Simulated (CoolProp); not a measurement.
Methanol at 293.15 K and 0.8 MPa flows at 1.7 m/s in a round tube of 25 mm bore and 1.5 µm roughness, fully developed (64/Re and Nu = 3.66 if laminar; Colebrook and Gnielinski if turbulent). Each further row changes one setting.

The numbers come from the reference Helmholtz-energy equation of state, de Reuck 1993 in CoolProp.

| case | Reynolds number | Darcy friction factor | pressure drop (Pa/m) | heat-transfer coefficient (W/(m² K)) | mass flow (kg/h) |
|---|---|---|---|---|---|
| as stated | 57200 | 0.0205 | 938 | 3060 | 2380 |
| velocity 3.4 m/s | 114000 | 0.0178 | 3260 | 5600 | 4760 |
| diameter 50 mm | 114000 | 0.0177 | 404 | 2780 | 9510 |

Viscosity comes from a separate model (Xiang 2006). Thermal conductivity comes from a separate model (Sykioti 2013).
